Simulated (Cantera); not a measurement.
A closed system holds: 1 mol FeS2, 0.63 mol H2S, 0.45 mol CO2, equilibrated at 975 K and 13.3 mbar.

Equilibrium computed with Cantera from the NASA thermochemical tables; the gas is ideal and each condensed phase is pure. Candidate condensed phases: C, C6H6, C7H8, C8H18, Fe, Fe(CO)5, FeO, Fe(OH)2, Fe(OH)3, FeS, FeSO4, FeS2, Fe2O3, Fe2(SO4)3, Fe3O4, H2O, H2SO4, S; 127 gas species. FeS: taken at fixed stoichiometry. Gases not in the tables: S3 to S7. Equilibrium is a limit: real reactors are often held back by kinetics, nucleation or transport.

Base state: S2 0.341, H2S 0.294, CO2 0.208, H2O 0.0663, CO 0.0478, H2 0.0243, COS 0.0183, CS2 0.000383 (mole fractions); condensed: FeS(s).

Question: What changes in the equilibrium state with this change: FeS2 replaced by MgO?

Answer: 
```csv
species,before,after
H2S,0.294,0.363
CO2,0.208,0.272
H2O,0.0663,0.112
S2,0.341,0.0785
H2,0.0243,0.0626
CO,0.0478,0.0946
COS,0.0183,0.0173
S2O,0.000134,2.03e-5
SO2,0.000224,4.68e-5
CS2,0.000383,0.000265
"FeS(s), mol",1.00,0
"MgO(s), mol",0,1.00
```
Further candidate phases: Mg, MgCO3, MgO, Mg(OH)2, MgS, MgSO4.
